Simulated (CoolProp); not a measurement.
1-butene along the isobar 0.911 MPa: fugacity coefficient from the reference equation and from simpler models built on Tc = 419.3 K, pc = 4.006 MPa, ω = 0.192; each cubic takes its own stable root.

Model: reference Helmholtz-energy equation of state, Lemmon 2005, in CoolProp. It is a short technical equation, of lower accuracy than the large ones.

```tsv
T (K)	phase	reference
135.5	liquid	1.332e-6
148.1	liquid	1.110e-5
160.7	liquid	6.364e-5
173.3	liquid	0.0002736
185.9	liquid	0.0009380
198.5	liquid	0.002684
211	liquid	0.006592
223.6	liquid	0.01447
236.2	liquid	0.02873
```

Q: How far does each simpler model (van der Waals, Redlich-Kwong, Soave-Redlich-Kwong, Peng-Robinson) lie from the reference over these 9 states: mean and median of the absolute difference, and the worst?

A: 
- van der Waals: mean 42431.6 %, median 5686.8 %, worst +257407.5 % at 135.5 K and 0.911 MPa
- Redlich-Kwong: mean 66.1 %, median 71.1 %, worst +77.9 % at 185.9 K and 0.911 MPa
- Soave-Redlich-Kwong: mean 2.5 %, median 1.3 %, worst +9.7 % at 135.5 K and 0.911 MPa
- Peng-Robinson: mean 17.3 %, median 11.2 %, worst +51.4 % at 135.5 K and 0.911 MPa
